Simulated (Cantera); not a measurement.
Input (Python, Cantera) and output of one run.

```python
import numpy as np
import cantera as ct

gas_names = """
    NO B2O3 N
""".split()
cond_names = """
    BN(s)
""".split()


# ... load() reads the species with a 1 bar reference pressure and builds the phases ...
species = {s.name: s for s in load("nasa_gas.yaml", gas_names) + load("nasa_condensed.yaml", cond_names)}
# Each term lists the table entries of one substance; the one whose range holds T is used.
reactions = {
    '2 BN + 3 NO(g) = B2O3(g) + 5 N(g)':
        [(-2, ['BN(s)']), (-3, ['NO']), (1, ['B2O3']), (5, ['N'])],
}


def pick(names, T):
    return next(species[n] for n in names if species[n].thermo.min_temp <= T <= species[n].thermo.max_temp)


results = []
for label, terms in reactions.items():
    print(label)
    print("     T/K   dH/kJ  dS/(J/K)   dG/kJ   log10 K")
    for T in [1350, 1375, 1400, 1425, 1450, 1475, 1500, 1525, 1550, 1575, 1600]:
        used = [(nu, pick(names, T)) for nu, names in terms]
        dH = sum(nu * s.thermo.h(T) for nu, s in used) / 1e6
        dS = sum(nu * s.thermo.s(T) for nu, s in used) / 1e3
        dG = dH - T * dS / 1e3
        logK = -dG * 1e6 / (ct.gas_constant * T * np.log(10))
        results.append((label, T, dH, dS, dG, logK, [s.name for _, s in used]))
        print(f"{T:8g} {dH:8.1f} {dS:8.1f} {dG:8.1f} {logK:8.2f}")
```

Output:

```
2 BN + 3 NO(g) = B2O3(g) + 5 N(g)
     T/K   dH/kJ  dS/(J/K)   dG/kJ   log10 K
    1350   1774.1    422.9   1203.1   -46.55
    1375   1774.1    423.0   1192.5   -45.30
    1400   1774.2    423.0   1182.0   -44.10
    1425   1774.3    423.1   1171.4   -42.94
    1450   1774.3    423.1   1160.8   -41.82
    1475   1774.4    423.2   1150.2   -40.73
    1500   1774.4    423.2   1139.6   -39.69
    1525   1774.5    423.2   1129.1   -38.67
    1550   1774.5    423.2   1118.5   -37.69
    1575   1774.5    423.3   1107.9   -36.74
    1600   1774.6    423.3   1097.3   -35.82
```

Standard-state values (1 bar) from the NASA 1993 polynomials, evaluated with Cantera. Condensed species are held in their standard states even where they would react or evaporate.
